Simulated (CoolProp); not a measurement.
Methane at several states: density (kg/m³) from the reference equation and from simpler models built on Tc = 190.6 K, pc = 4.599 MPa, ω = 0.011; each cubic takes its own stable root.

Model: reference Helmholtz-energy equation of state, Setzmann 1991, in CoolProp.

| T (K) | p (MPa) | phase | reference |
|---|---|---|---|
| 618.6 | 0.0486 | gas | 0.1516 |
| 105.9 | 26.7 | liquid | 449.6 |
| 300.2 | 24.5 | supercritical | 183.3 |

How far does each simpler model (van der Waals, Redlich-Kwong, Soave-Redlich-Kwong, Peng-Robinson) lie from the reference over these 3 states: mean and median of the absolute difference, and the worst?


- van der Waals: mean 10.9 %, median 3.3 %, worst -29.5 % at 105.9 K and 26.7 MPa
- Redlich-Kwong: mean 1.1 %, median 1.2 %, worst -2.0 % at 300.2 K and 24.5 MPa
- Soave-Redlich-Kwong: mean 1.5 %, median 0.3 %, worst -4.3 % at 300.2 K and 24.5 MPa
- Peng-Robinson: mean 5.0 %, median 2.6 %, worst +12.4 % at 105.9 K and 26.7 MPa
